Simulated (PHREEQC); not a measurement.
A PHREEQC speciation (ion-association model, phreeqc.dat) at 30 °C gives pH 2.68 and these molalities:

```csv
species,mol/kgw
SO4-2,0.0106
FeSO4+,0.00918
Fe+2,0.00385
H+,0.00241
FeSO4,0.00191
HSO4-,0.00139
Fe(SO4)2-,0.00105
FeOH+2,0.00104
Fe+3,0.000473
Fe(OH)2+,0.000116
Fe2(OH)2+4,0.000110
FeHSO4+2,8.97e-5
FeHSO4+,3.24e-5
Fe3(OH)4+5,7.57e-6
```

### Question
What are the element totals, and what could have been dissolved in 1 kg of water to give them?

### Answer
This is not unique; one that fits is totals Fe(2) 0.00580, Fe(3) 0.0122, S(6) 0.0253 mol/kgw, from 1.2 mmol/kgw H2SO4, 5.8 mmol/kgw FeSO4 and 6.1 mmol/kgw Fe2(SO4)3.

Precipitation was switched off in this run. The solution is supersaturated, for example in Hematite (slow to form), Goethite (slow to form), so a real one may precipitate; this is no full list. Complexes and solids missing from the database can't appear.
